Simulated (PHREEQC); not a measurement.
## Nickel, zinc or cadmium bath: an equilibrium model

Make-up at 75 °C: 52 mmol/kgw ZnCl2, 0.039 mmol/kgw NaCl and 120 mmol/kgw HCl. Closed to the air; pH follows from the charge balance.

The numbers come from PHREEQC with the ion-association model, phreeqc.dat.

Precipitation was switched off in this run.

**Question.** Predict the pH.

**Answer.** pH 1.03.

**Question.** In which forms is Cl present?

**Answer.** Cl- 86 %, ZnCl+ 10 %, ZnCl2 2.2 %, ZnCl3- 1.0 % of the Cl.

Constants without temperature data keep their 25 °C values here.
